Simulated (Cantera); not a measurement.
Charge: 1 mol Si, 2.6 mol HBr, 1.2 mol H2, equilibrated at 240 Torr.

Equilibrium computed with Cantera from the NASA thermochemical tables; the gas is ideal and each condensed phase is pure. Candidate condensed phases: Br2, Si; 19 gas species. The tables' values for SiBr3 are old estimates; treat these amounts as uncertain. Equilibrium is a limit: real reactors are often held back by kinetics, nucleation or transport.

x: gas mole fraction; n: condensed amount in mol.

| T (°C) | x H2 | x SiBr4 | x HBr | x SiHBr3 | x SiBr2 | x SiBr3 | x SiH2Br2 | n Si(s) |
|---|---|---|---|---|---|---|---|---|
| 177 | 0.791 | 0.201 | 2.04e-6 | 0.00819 | <1e-12 | 1.25e-10 | 0.000152 | 0.343 |
| 252 | 0.790 | 0.199 | ? | ? | ? | 8.06e-9 | ? | 0.341 |
| 327 | 0.789 | 0.197 | 0.000171 | 0.0127 | 7.00e-9 | 1.81e-7 | 0.000375 | 0.340 |
| 402 | 0.788 | 0.196 | 0.000736 | 0.0144 | 2.11e-7 | 2.03e-6 | 0.000493 | 0.338 |
| 477 | 0.787 | 0.194 | 0.00235 | 0.0159 | 3.19e-6 | 1.39e-5 | 0.000605 | 0.338 |
| 552 | 0.784 | 0.192 | ? | 0.0171 | ? | 6.66e-5 | ? | 0.340 |
| 627 | 0.778 | 0.189 | 0.0132 | 0.0179 | 0.000181 | 0.000243 | 0.000799 | 0.345 |
| 702 | 0.769 | 0.184 | 0.0253 | 0.0185 | 0.000842 | 0.000720 | 0.000872 | 0.352 |
| 777 | 0.755 | 0.177 | 0.0437 | 0.0185 | 0.00309 | 0.00179 | 0.000921 | 0.362 |

Question: Fill in the missing entries.

Answer: 
- 252, x HBr: 2.58e-5
- 252, x SiHBr3: 0.0106
- 252, x SiBr2: 8.61e-11
- 252, x SiH2Br2: 0.000258
- 552, x HBr: 0.00605
- 552, x SiBr2: 2.91e-5
- 552, x SiH2Br2: 0.000709
